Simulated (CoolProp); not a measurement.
Properties of R142b along the isotherm 470 K.

Computed with CoolProp (reference Helmholtz-energy equation of state, Lemmon 2006). It is a short technical equation, of lower accuracy than the large ones.

```json
[
 {"p (MPa)": "3.38", "phase": "gas", "Z": "0.7990", "cp (kJ/(kg K))": "1.269", "cv (kJ/(kg K))": "1.042", "speed of sound (m/s)": "171.9", "conductivity (mW/(m K))": "28.4", "fugacity coefficient": "0.8267"},
 {"p (MPa)": "6.76", "phase": "supercritical", "Z": "0.5618", "cp (kJ/(kg K))": "1.884", "cv (kJ/(kg K))": "1.100", "speed of sound (m/s)": "145.5", "conductivity (mW/(m K))": "38.3", "fugacity coefficient": "0.6688"},
 {"p (MPa)": "10.1", "phase": "supercritical", "Z": "0.4699", "cp (kJ/(kg K))": "1.951", "cv (kJ/(kg K))": "1.102", "speed of sound (m/s)": "188.0", "conductivity (mW/(m K))": "47.0", "fugacity coefficient": "0.5469"},
 {"p (MPa)": "13.5", "phase": "supercritical", "Z": "0.5186", "cp (kJ/(kg K))": "1.700", "cv (kJ/(kg K))": "1.088", "speed of sound (m/s)": "255.5", "conductivity (mW/(m K))": "51.0", "fugacity coefficient": "0.4715"},
 {"p (MPa)": "16.9", "phase": "supercritical", "Z": "0.5922", "cp (kJ/(kg K))": "1.590", "cv (kJ/(kg K))": "1.082", "speed of sound (m/s)": "310.1", "conductivity (mW/(m K))": "54.1", "fugacity coefficient": "0.4265"},
 {"p (MPa)": "20.3", "phase": "supercritical", "Z": "0.6707", "cp (kJ/(kg K))": "1.530", "cv (kJ/(kg K))": "1.079", "speed of sound (m/s)": "354.9", "conductivity (mW/(m K))": "56.6", "fugacity coefficient": "0.3985"},
 {"p (MPa)": "23.7", "phase": "supercritical", "Z": "0.7502", "cp (kJ/(kg K))": "1.493", "cv (kJ/(kg K))": "1.078", "speed of sound (m/s)": "393.4", "conductivity (mW/(m K))": "58.8", "fugacity coefficient": "0.3810"},
 {"p (MPa)": "27", "phase": "supercritical", "Z": "0.8272", "cp (kJ/(kg K))": "1.468", "cv (kJ/(kg K))": "1.077", "speed of sound (m/s)": "426.4", "conductivity (mW/(m K))": "60.8", "fugacity coefficient": "0.3706"},
 {"p (MPa)": "30.4", "phase": "supercritical", "Z": "0.9059", "cp (kJ/(kg K))": "1.448", "cv (kJ/(kg K))": "1.077", "speed of sound (m/s)": "456.9", "conductivity (mW/(m K))": "62.7", "fugacity coefficient": "0.3647"},
 {"p (MPa)": "33.8", "phase": "supercritical", "Z": "0.9839", "cp (kJ/(kg K))": "1.433", "cv (kJ/(kg K))": "1.077", "speed of sound (m/s)": "484.9", "conductivity (mW/(m K))": "64.5", "fugacity coefficient": "0.3626"},
 {"p (MPa)": "37.2", "phase": "supercritical", "Z": "1.061", "cp (kJ/(kg K))": "1.421", "cv (kJ/(kg K))": "1.078", "speed of sound (m/s)": "510.7", "conductivity (mW/(m K))": "66.2", "fugacity coefficient": "0.3633"},
 {"p (MPa)": "40.5", "phase": "supercritical", "Z": "1.135", "cp (kJ/(kg K))": "1.412", "cv (kJ/(kg K))": "1.079", "speed of sound (m/s)": "534.0", "conductivity (mW/(m K))": "67.8", "fugacity coefficient": "0.3664"}
]
```

The peak of cp marks the crossing from liquid-like to gas-like fluid above the critical point.

Thermal conductivity comes from a separate model (Huber 2003), an estimate that may be off by 10 % or more.
